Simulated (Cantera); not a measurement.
An isothermal, constant-pressure homogeneous reactor starts with 0.433 % CO, 0.525 % O2, 6.91 % H2O, 92.1 % N2, equivalence ratio 0.41, at 1423 K and 5.00 bar.

Computed with Cantera and GRI-Mech 3.0 (53 species, 325 reactions).

**Question.** Predict: x(CO) at 6.00 s; x(O2) at 6.00 s; x(H2O) at 6.00 s; x(O) at 6.00 s; x(NO) at 6.00 s.

**Answer.** 
| Quantity | Result |
|---|---|
| x(CO) at 6.00 s | 5.09e-8 (gas-phase equilibrium 5.13e-8) |
| x(O2) at 6.00 s | 0.00309 (gas-phase equilibrium 0.00304) |
| x(H2O) at 6.00 s | 0.0692 (gas-phase equilibrium 0.0692) |
| x(O) at 6.00 s | 3.37e-8 (gas-phase equilibrium 3.34e-8) |
| x(NO) at 6.00 s | 7.65e-8 (gas-phase equilibrium 0.000108) |
